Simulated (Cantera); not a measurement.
# Ignition delay

Mixture: CH3OH : O2 : N2 = 1 : 0.714 : 4.07 (molar parts), equivalence ratio 2.1, at 29.0 bar, adiabatic and at constant pressure. Ignition delay is the time to a rise of 400 K.

Computed with Cantera and GRI-Mech 3.0 (53 species, 325 reactions). GRI-Mech 3.0 was tuned for natural gas; its chemistry of methanol as a main component is partial and can be far from experiment. The pressure lies above the range GRI-Mech 3.0 was tuned for (to about 10 atm).

```csv
T0 (K),delay (ms)
1200,0.669
1275,0.202
1350,0.0709
1425,0.0283
1500,0.0127
1575,0.00633
```

```yaml
apparent activation energy between 1425 and 1575 K: 190 kJ/mol
```
